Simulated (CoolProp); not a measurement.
Model: reference Helmholtz-energy equation of state, Lemmon 2006, in CoolProp. It is a short technical equation, of lower accuracy than the large ones.

Give the vapour pressure (bar), liquid density (kg/m³), enthalpy of vaporisation (kJ/kg), liquid cp (kJ/(kg K)) of saturated carbon monoxide at -163.85, -158.35 °C.


| T (°C) | p (bar) | liquid density (kg/m³) | enthalpy of vaporisation (kJ/kg) | liquid cp (kJ/(kg K)) |
|---|---|---|---|---|
| -163.85 | 10.2 | 652 | 163 | 2.53 |
| -158.35 | 14.1 | 615 | 147 | 2.78 |
